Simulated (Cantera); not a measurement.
An adiabatic, constant-pressure homogeneous reactor starts with CO : H₂ : O₂ : N₂ = 1 : 0.041 : 0.274 : 1.75 (molar parts), equivalence ratio 1.9, at 1725 K and 1.01 bar. Integrator tolerance rtol = 1e-08.

Computed with Cantera and GRI-Mech 3.0 (53 species, 325 reactions).

### Question
What does this change do: pressure from 1.01 bar to 5.00 bar?

### Answer
```
quantity                                                            before                                    after
---------------------------------  ---------------------------------------  ---------------------------------------
time of steepest temperature rise                                  38.4 µs                                  7.78 µs
temperature at 9.00 s                                               2762 K                                   2861 K
equilibrium temperature                                             2762 K                                   2861 K
x(CO) at 9.00 s                        0.201 (gas-phase equilibrium 0.201)      0.192 (gas-phase equilibrium 0.192)
x(H₂) at 9.00 s                    0.00177 (gas-phase equilibrium 0.00177)  0.00171 (gas-phase equilibrium 0.00171)
x(O₂) at 9.00 s                    0.00920 (gas-phase equilibrium 0.00920)  0.00543 (gas-phase equilibrium 0.00543)
x(NO₂) at 9.00 s                   9.43e-7 (gas-phase equilibrium 9.43e-7)  1.31e-6 (gas-phase equilibrium 1.31e-6)
x(H₂O) at 9.00 s                   0.00904 (gas-phase equilibrium 0.00904)    0.0102 (gas-phase equilibrium 0.0102)
x(O) at 9.00 s                     0.00447 (gas-phase equilibrium 0.00447)  0.00228 (gas-phase equilibrium 0.00228)
```
The hydrogen kinetics of GRI-Mech 3.0 are dated; newer H2 mechanisms differ, most at raised pressure.

### Question
What does this change do: initial temperature 1725 to 1475 K?

### Answer
```tsv
quantity	before	after
time of steepest temperature rise	38.4 µs	66.5 µs
temperature at 9.00 s	2762 K	2656 K
equilibrium temperature	2762 K	2656 K
x(CO) at 9.00 s	0.201 (gas-phase equilibrium 0.201)	0.189 (gas-phase equilibrium 0.189)
x(H₂) at 9.00 s	0.00177 (gas-phase equilibrium 0.00177)	0.00178 (gas-phase equilibrium 0.00178)
x(O₂) at 9.00 s	0.00920 (gas-phase equilibrium 0.00920)	0.00488 (gas-phase equilibrium 0.00488)
x(NO₂) at 9.00 s	9.43e-7 (gas-phase equilibrium 9.43e-7)	4.70e-7 (gas-phase equilibrium 4.70e-7)
x(H₂O) at 9.00 s	0.00904 (gas-phase equilibrium 0.00904)	0.0103 (gas-phase equilibrium 0.0103)
x(O) at 9.00 s	0.00447 (gas-phase equilibrium 0.00447)	0.00208 (gas-phase equilibrium 0.00208)
```
